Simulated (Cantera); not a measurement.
Feed: 1 mol BN, 0.45 mol H2O, 20 mol H2, held at 948 K and 23.0 Pa.

Method: chemical equilibrium by Gibbs-energy minimisation in Cantera with the NASA 1993 tables (ideal gas, pure condensed phases). Candidate condensed phases: B, BN, B2O3, B3O3H3, H2O; 39 gas species. The numbers say what is thermodynamically allowed, not how fast it happens.

Base state: H2 0.993, N2 0.00724, H2O 0.000116 (mole fractions); condensed: BN(s) + B2O3(l).

Task: What changes in the equilibrium state with this change: temperature from 948 K to 2100 K?

Result: 
```tsv
species	before	after
H2	0.993	0.775
H	3.44e-8	0.181
N2	0.00724	0.0212
BO	<1e-9	0.0141
B	<1e-9	0.00282
BH2	<1e-9	0.000626
B2O	<1e-9	0.000265
B2O2	<1e-9	6.39e-5
BH	<1e-9	6.09e-5
BN(s), mol	0.702	0
B2O3(l), mol	0.149	0
B(s), mol	0	0.461
```
The tables' values for BH2 are old estimates; treat these amounts as uncertain.
